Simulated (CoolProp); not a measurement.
Methanol along the isobar 10.3 MPa: Z from the reference equation and from simpler models built on Tc = 240.2 °C, pc = 8.216 MPa, ω = 0.565; each cubic takes its own stable root.

Values from CoolProp's reference Helmholtz-energy equation of state, de Reuck 1993.

| T (°C) | phase | reference | van der Waals | Redlich-Kwong | Soave-Redlich-Kwong | Peng-Robinson |
|---|---|---|---|---|---|---|
| 128.65 | liquid | 0.1423 | 0.2877 | 0.2056 | 0.1898 | 0.1680 |
| 146.85 | liquid | 0.1407 | 0.2844 | 0.2057 | 0.1896 | 0.1678 |
| 165.05 | liquid | 0.1402 | 0.2829 | 0.2075 | 0.1914 | 0.1694 |
| 183.25 | liquid | 0.1410 | 0.2835 | 0.2116 | 0.1958 | 0.1734 |
| 201.35 | liquid | 0.1438 | 0.2869 | 0.2190 | 0.2041 | 0.1811 |
| 219.55 | liquid | 0.1502 | 0.2945 | 0.2320 | 0.2197 | 0.1959 |
| 237.75 | liquid | 0.1662 | 0.3099 | 0.2568 | 0.2539 | 0.2289 |
| 255.95 | supercritical | 0.3068 | 0.3448 | 0.3253 | 0.3964 | 0.3710 |
| 274.15 | supercritical | 0.5432 | 0.4533 | 0.4924 | 0.5787 | 0.5477 |
| 292.35 | supercritical | 0.6402 | 0.5651 | 0.5891 | 0.6704 | 0.6386 |
| 310.45 | supercritical | 0.7033 | 0.6309 | 0.6510 | 0.7324 | 0.7009 |
| 328.65 | supercritical | 0.7483 | 0.6779 | 0.6972 | 0.7796 | 0.7486 |
| 346.85 | supercritical | 0.7811 | 0.7143 | 0.7338 | 0.8170 | 0.7867 |
